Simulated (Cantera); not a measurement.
**HI + H2 (abatement and gas-phase synthesis)**

Feed: 1 mol HI, 0.56 mol H2, at 15000 Torr.

Equilibrium computed with Cantera from the NASA thermochemical tables; the gas is ideal and each condensed phase is pure. Candidate condensed phases: I2; 10 gas species. Ions and electrons are included (thermal ionisation). Rates play no part.

| T (K) | log p H | log p H2 | log p I | log p HI | log p I2 | log p e- | log p H+ |
|---|---|---|---|---|---|---|---|
| 2500 | -1.11 | 0.97 | 0.80 | 0.61 | -0.76 | <-10 | <-10 |
| 3000 | -0.32 | 0.97 | 0.88 | 0.39 | -1.15 | -10.44 | -10.51 |
| 3500 | 0.24 | 0.94 | 0.91 | 0.18 | -1.49 | -8.46 | -8.51 |
| 4000 | 0.62 | 0.84 | 0.90 | -0.04 | -1.80 | -6.98 | -7.01 |
| 4500 | 0.87 | 0.66 | 0.88 | -0.29 | -2.10 | -5.84 | -5.86 |
| 5000 | 1.01 | 0.40 | 0.85 | -0.56 | -2.35 | -4.96 | -4.97 |
log p: log10 of the partial pressure in bar; nothing condenses.

From 2500 K to 5000 K nothing is condensed.
